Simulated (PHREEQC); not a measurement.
Synthetic water in mg/kgw, 20 °C, pH 5.77, pe 8.7:

```csv
constituent,mg/kgw
Na,8.24
K,2.46
Ca,6.27
Mg,0.256
Cl,15.9
S(6) as SO4,5.96
Alkalinity as HCO3,11.5
Si as SiO2,1.16
Zn,0.0136
```

Na is adjusted to close the charge balance.
Valence states are taken as typed.

Model: ion-association model, phreeqc.dat, run in PHREEQC.

| quantity | before | after |
|---|---|---|
| CO2 (mol/kgw) | 0.000750 | 0.000635 |
| HCO3- (mol/kgw) | 0.000190 | 0.000190 |
| CaSO4 (mol/kgw) | 1.22e-6 | 1.34e-6 |
| CaHCO3+ (mol/kgw) | 3.00e-7 | 3.68e-7 |
| Zn+2 (mol/kgw) | 2.01e-7 | 2.01e-7 |
| MgSO4 (mol/kgw) | 9.83e-8 | 1.42e-7 |
| SI of Quartz (SiO2) | -0.66 | -0.88 |

Question: Which change was made?
(A) all concentrations times 3 at the same typed pH
(B) temperature from 20 to 35 °C at the same typed pH
(C) Cl from 15.9 to 47.7 mg/kgw

Answer: B, temperature from 20 to 35 °C at the same typed pH

Precipitation was switched off in this run.
